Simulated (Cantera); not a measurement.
Mixture: 17.4 % H₂, 14.5 % O₂, 65.3 % N₂, 2.79 % H₂O, at 10.0 bar, adiabatic and at constant volume. Ignition delay is the time to a rise of 400 K.

Computed with Cantera and the H2/O2 subset of GRI-Mech 3.0, which has no nitrogen chemistry. The hydrogen kinetics of GRI-Mech 3.0 are dated; newer H2 mechanisms differ, most at raised pressure. Below about 950 K walls govern HO2 and H2O2 in real vessels.

**Question.** At T0 = 1000 K, what is the delay, and which 7 reactions control it most (d ln τ / d ln k, from doubling and halving each rate constant)?

**Answer.** The delay is 12.2 ms.
```tsv
reaction	d ln τ / d ln k	faster rate
2 OH (+M) <=> H2O2 (+M)	-0.55	shortens it
H + H2O2 <=> H2 + HO2	-0.54	shortens it
H + O2 <=> O + OH	-0.33	shortens it
H + O2 + N2 <=> HO2 + N2	0.13	lengthens it
2 HO2 <=> H2O2 + O2	0.13	lengthens it
H + O2 + H2O <=> HO2 + H2O	0.07	lengthens it
H + O2 + M <=> HO2 + M	0.05	lengthens it
```
